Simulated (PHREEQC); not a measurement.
## Ultrapure water in contact with air or piping: speciation

Synthetic water in mg/L, 25 °C, pH 6.28, pe 8.8:

```json
[
 {"constituent": "Na", "mg/L": "0.0224"},
 {"constituent": "K", "mg/L": "0.000955"},
 {"constituent": "Ca", "mg/L": "0.0135"},
 {"constituent": "Mg", "mg/L": "0.00134"},
 {"constituent": "Cl", "mg/L": "0.0046"},
 {"constituent": "S(6) as SO4", "mg/L": "0.0131"},
 {"constituent": "Alkalinity as HCO3", "mg/L": "0.0855"},
 {"constituent": "Zn", "mg/L": "0.000546"},
 {"constituent": "Sr", "mg/L": "0.00042"},
 {"constituent": "Si as SiO2", "mg/L": "0.000356"},
 {"constituent": "Br", "mg/L": "3.48e-05"},
 {"constituent": "Ba", "mg/L": "3.52e-05"}
]
```

Valence states are taken as typed.

All values are PHREEQC results (ion-association model, wateq4f.dat), not measurements.

Each row changes one thing in this solution. Precipitation was switched off in this run.

| case | ionic strength (mol/kgw) | CO2 (mol/kgw) | HCO3- (mol/kgw) | CO3-2 (mol/kgw) | SI of Quartz (SiO2) |
|---|---|---|---|---|---|
| as made | 2.87e-6 | 2.25e-6 | 1.91e-6 | 1.72e-10 | -4.25 |
| Br from 3.48e-05 to 1.74e-05 mg/L | 2.87e-6 | 2.25e-6 | 1.91e-6 | 1.72e-10 | -4.25 |
| Ca from 0.0135 to 0.027 mg/L | 3.55e-6 | 2.25e-6 | 1.91e-6 | 1.72e-10 | -4.25 |
| pH from 6.28 to 5.5 at the same alkalinity | 5.52e-6 | 3.24e-5 | [?] | 6.83e-11 | -4.25 |
| all concentrations times 2 at the same typed pH | 5.22e-6 | 3.89e-6 | [?] | 2.98e-10 | -3.95 |

Q: What belongs in the gaps?

A: 
- pH from 6.28 to 5.5 at the same alkalinity, HCO3- (mol/kgw): 4.57e-6
- all concentrations times 2 at the same typed pH, HCO3- (mol/kgw): 3.31e-6

Species that the database lacks are ignored.
